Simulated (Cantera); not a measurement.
## HBr + O₂ (abatement and gas-phase synthesis)

Charge: 1 mol HBr, 0.081 mol O₂, held at 4.60 bar.

These are equilibrium values from Cantera (NASA tables, ideal gas, pure condensed phases), not measurements of a reactor. Candidate condensed phases: Br₂, H₂O; 12 gas species. Kinetics and transport are ignored.

| T (°C) | x HBr | x Br | x H₂O | x H₂ | x Br₂ |
|---|---|---|---|---|---|
| 1727 | 0.599 | 0.212 | 0.145 | 0.00271 | 0.0415 |
| 1777 | 0.593 | 0.225 | 0.143 | 0.00371 | 0.0348 |
| 1827 | 0.586 | 0.237 | 0.142 | 0.00505 | 0.0291 |
| 1877 | 0.579 | 0.248 | 0.141 | 0.00682 | 0.0243 |
| 1927 | 0.571 | 0.259 | 0.140 | 0.00908 | 0.0204 |
| 1977 | 0.562 | 0.269 | 0.139 | 0.0119 | 0.0173 |
| 2027 | 0.551 | 0.279 | 0.138 | 0.0153 | 0.0147 |
| 2077 | 0.539 | 0.290 | 0.137 | 0.0193 | 0.0126 |
| 2127 | 0.526 | 0.300 | 0.136 | 0.0239 | 0.0109 |
| 2177 | 0.512 | 0.312 | 0.135 | 0.0290 | 0.00951 |
| 2227 | 0.496 | 0.323 | 0.133 | 0.0346 | 0.00836 |
| 2277 | 0.480 | 0.335 | 0.132 | 0.0405 | 0.00741 |
| 2327 | 0.463 | 0.347 | 0.130 | 0.0466 | 0.00660 |
| 2377 | 0.445 | 0.359 | 0.129 | 0.0530 | 0.00592 |
x: gas mole fraction; nothing condenses.

From 1727 °C to 2377 °C nothing is condensed.
